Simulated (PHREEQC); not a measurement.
**Acid mine or pickling water (model solution)**

Model water analysis in mmol/kgw, 25 °C, pH 3.3, pe 10.6:

```csv
constituent,mmol/kgw
Na,12
K,0.417
Ca,1.56
Mg,0.182
Cl,4.79
S(6),5.87
Br,0.172
Zn,0.0176
Fe(3),0.0171
Cu(2),0.0306
Li,0.0108
```

Cl is adjusted to close the charge balance.
Valence states are taken as typed.

The numbers come from PHREEQC with the ion-association model, phreeqc.dat.

Precipitation was switched off in this run.

**Question.** Estimate the ionic strength.

**Answer.** ionic strength 0.0221 mol/kgw.

**Question.** In which forms is Mg present?

**Answer.** Mg+2 72 %, MgSO4 28 % of the Mg.

Saturation is exceeded, for instance for Jarosite-K, Hematite (slow to form); the values hold only as long as no solid forms.
